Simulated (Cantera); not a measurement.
A perfectly stirred reactor is fed with CO : O2 : H2O : N2 : H2 = 0.006 : 0.046 : 0.058 : 1 : 0.022 (molar parts), equivalence ratio 0.30, at 750 Torr; it is held at 1348 K, and followed from long to short residence time.

Cantera simulation using GRI-Mech 3.0 (53 species, 325 reactions); the numbers are that mechanism's predictions, not measurements.

One state of this run: x CO = 0.000817; x O2 = 0.0291; x H2O = 0.0704; x NO = 3.53e-7; x CO2 = 0.00454. x: mole fraction; the columns are a selection and need not sum to one.

### Question
Which value of τ (s) does it belong to?
A) 2.0
B) 0.81
C) 0.0090
D) 0.0037

### Answer
D, 0.0037
